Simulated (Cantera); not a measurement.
An isothermal, constant-pressure homogeneous reactor starts with 66.0 % NO, 33.7 % N2, 0.284 % H2O, at 2125 K and 0.280 bar.

Computed with Cantera and GRI-Mech 3.0 (53 species, 325 reactions).

Q: Predict: x(NO) at 3.00 s; x(N2) at 3.00 s; x(NO2) at 3.00 s; x(O) at 3.00 s; x(O2) at 3.00 s.

A: 
```json
{
  "x(NO) at 3.00 s": "0.0161 (gas-phase equilibrium 0.0121)",
  "x(N2) at 3.00 s": "0.658 (gas-phase equilibrium 0.660)",
  "x(NO2) at 3.00 s": "1.49e-5 (gas-phase equilibrium 1.12e-5)",
  "x(O) at 3.00 s": "0.00178 (gas-phase equilibrium 0.00178)",
  "x(O2) at 3.00 s": "0.321 (gas-phase equilibrium 0.323)"
}
```
